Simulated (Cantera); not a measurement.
Nitride etching: Si₃N₄ + F₂ + N₂

Input: 1 mol Si₃N₄, 6.3 mol F₂, 1.4 mol N₂, equilibrated at 0.230 bar.

Cantera equilibrium calculation (NASA polynomials, part measured and part estimated; ideal gas, pure solids and liquids). Candidate condensed phases: Si, Si₃N₄; 16 gas species. Rates play no part.

From 773 K to 2073 K nothing is condensed. The main Si-bearing gas is SiF₄ throughout.

```
T (K)   x N₂  x SiF₄      x F      x F₂     x NF₃    x SiF₃     x NF₂
-----  -----  ------  -------  --------  --------  --------  --------
773    0.507   0.455  0.00155    0.0189    0.0172    <1e-12   7.84e-8
873    0.505   0.448  0.00897    0.0342   0.00407    <1e-12   2.60e-7
973    0.501   0.442   0.0269    0.0300  0.000529    <1e-12   3.70e-7
1073   0.494   0.436   0.0527    0.0172   5.18e-5    <1e-12   3.14e-7
1173   0.489   0.431   0.0728   0.00675   3.73e-6    <1e-12   1.71e-7
1273   0.487   0.430   0.0815   0.00222   2.52e-7    <1e-12   7.46e-8
1373   0.486   0.429   0.0843  0.000757   2.10e-8    <1e-12   3.23e-8
1473   0.486   0.429   0.0852  0.000287   2.32e-9  1.40e-12   1.51e-8
1573   0.486   0.429   0.0855  0.000121  3.35e-10  3.29e-11   7.68e-9
1673   0.486   0.429   0.0856   5.66e-5  6.07e-11  5.30e-10   4.22e-9
1773   0.486   0.429   0.0857   2.87e-5  1.33e-11   6.24e-9   2.47e-9
1873   0.486   0.429   0.0857   1.56e-5  3.44e-12   5.64e-8   1.53e-9
1973   0.486   0.429   0.0857   9.04e-6  1.02e-12   4.08e-7  9.94e-10
2073   0.486   0.429   0.0857   5.50e-6    <1e-12   2.43e-6  6.73e-10
```
x: gas mole fraction; nothing condenses.
